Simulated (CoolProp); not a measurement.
Aqueous sodium chloride as a coolant, 7 % by mass, freezing at -4.4 °C, 1 atm.

Values from CoolProp's Melinder's fits for secondary coolants.

```tsv
T (°C)	density (kg/m³)	cp (kJ/(kg K))	viscosity (mPa s)	conductivity (W/(m K))
-0.4	…	3.814	1.98	0.557
6.1	…	3.823	1.62	0.568
12.6	1051	3.831	1.35	0.579
19.1	…	3.840	1.15	0.590
25.6	1047	…	0.990	…
32.1	1044	3.855	0.867	0.611
```

### Question
What belongs in the gaps?

### Answer

- -0.4, density (kg/m³): 1054
- 6.1, density (kg/m³): 1052
- 19.1, density (kg/m³): 1049
- 25.6, cp (kJ/(kg K)): 3.848
- 25.6, conductivity (W/(m K)): 0.601
